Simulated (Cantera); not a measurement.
Feed: 1 mol Si3H8, 0.52 mol Cl2, 170 mol N2, equilibrated at 0.00133 bar.

Cantera equilibrium calculation (NASA polynomials, part measured and part estimated; ideal gas, pure solids and liquids). Candidate condensed phases: NH4Cl, Si, Si3N4; 28 gas species. The feed counts by its element totals alone. N2 is the only nitrogen source here; it is nearly inert below about 1500 K, so the nitride shown seldom forms there in practice. Kinetics and transport are ignored.

Q: Which condensed phases are stable at each of these points (T (K)): 1048, 1123, 1198, 1273, 1348, 1423, 1498, 1573, 1648, 1723, 1798?

A: 
| T (K) | condensed phases | Si condensed (%) |
|---|---|---|
| 1048 | Si3N4(s) | 100.0 |
| 1123 | Si3N4(s) | 100.0 |
| 1198 | Si3N4(s) | 100.0 |
| 1273 | Si3N4(s) | 99.9 |
| 1348 | Si3N4(s) | 99.7 |
| 1423 | Si3N4(s) | 99.0 |
| 1498 | Si3N4(s) | 97.5 |
| 1573 | Si3N4(s) | 95.1 |
| 1648 | Si3N4(s) | 91.8 |
| 1723 | Si(l) | 86.5 |
| 1798 | Si(l) | 76.6 |

From 1048 K to 1648 K the condensed part is Si3N4(s). From 1723 K to 1798 K the condensed part is Si(l).
